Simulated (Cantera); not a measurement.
A perfectly stirred reactor is fed with H₂ : O₂ : N₂ = 1 : 0.625 : 5.44 (molar parts), at 35000 Pa; it is adiabatic with a 625 K inlet, and is followed from long to short residence time, starting on the burning branch (τ in s: 0.44, 0.16, 0.059, 0.022, 0.0081, 0.003, 0.0011, 0.00041, 0.00015, 5.6e-05).

Cantera simulation using GRI-Mech 3.0 (53 species, 325 reactions); the numbers are that mechanism's predictions, not measurements.

### Question
What does this change do: N2 5.44 to 7.2 parts?

### Answer
| quantity | before | after |
|---|---|---|
| blow-out, bracketed by the residence times tried | burning at 0.410 ms, out at 0.150 ms | burning at 0.410 ms, out at 0.150 ms |
| x(H₂) at τ = 0.440 s | 0.000745 | 0.000561 |
| x(O₂) at τ = 0.440 s | 0.0190 | 0.0151 |
| x(NO₂) at τ = 0.440 s | 4.07e-9 | 1.20e-9 |
| x(H₂O) at τ = 0.440 s | 0.151 | 0.119 |
| x(NO) at τ = 0.440 s | 1.50e-5 | 3.37e-6 |
| x(H₂) at τ = 3.00 ms | 0.0101 | 0.00800 |
| x(O₂) at τ = 3.00 ms | 0.0235 | 0.0192 |
| x(NO₂) at τ = 3.00 ms | 9.87e-10 | 5.15e-10 |
| x(H₂O) at τ = 3.00 ms | 0.133 | 0.106 |
| x(NO) at τ = 3.00 ms | 1.62e-5 | 8.36e-6 |
